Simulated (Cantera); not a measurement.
# Ignition delay

Mixture: 26.0 % CO, 0.885 % H₂, 2.86 % CH₄, 14.8 % O₂, 55.5 % N₂, equivalence ratio 1.3, at 1.01 bar, adiabatic and at constant pressure. Ignition delay is the time to a rise of 400 K.

Detailed kinetics in Cantera: GRI-Mech 3.0 (53 species, 325 reactions). Below about 1000 K GRI-Mech 3.0 lacks low-temperature oxidation paths.

| T0 (K) | delay (ms) |
|---|---|
| 950 | 16.9 |
| 1000 | 8.29 |
| 1050 | 4.87 |
| 1100 | 3.09 |
| 1150 | 2.02 |
| 1200 | 1.34 |
| 1250 | 0.910 |

```
Item                                                   Result
--------------------------------------------------  ---------
apparent activation energy between 1150 and 1250 K  95 kJ/mol
```
